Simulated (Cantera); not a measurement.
Source: NASA polynomial tables (part measured, part estimated), evaluated in Cantera. Values are per mole of reaction as written; species without (g) are pure solids or liquids, kept so even where they would boil at 1 bar.

2 PbO + 2 SO₂(g) → 3 O₂(g) + 2 PbS, with ΔH° = 835.9 kJ and ΔS° = 169.2 J/K at 300 K.

Task: How far is the shortcut ΔG° ≈ ΔH°(300 K) − T·ΔS°(300 K) from the full temperature-dependent value at 425, 525, 625, 725, 825, 925, 1025, 1125, 1225 K?

Result: 
```tsv
T (K)	shortcut (kJ)	full (kJ)	difference (kJ)	difference in log10 K	condensed phases
425	764.0	763.7	0.2	-0.03	PbO(red), PbS(s)
525	747.1	746.5	0.5	-0.05	PbO(red), PbS(s)
625	730.1	729.4	0.7	-0.06	PbO(red), PbS(s)
725	713.2	712.5	0.7	-0.05	PbO(red), PbS(s)
825	696.3	695.7	0.6	-0.04	PbO(yellow), PbS(s)
925	679.4	678.9	0.5	-0.03	PbO(yellow), PbS(s)
1025	662.5	662.3	0.2	-0.01	PbO(yellow), PbS(s)
1125	645.6	645.7	-0.1	0.01	PbO(yellow), PbS(s)
1225	628.6	632.1	-3.5	0.15	PbO(l), PbS(s)
```
The shortcut ignores heat capacities and the phase changes listed.
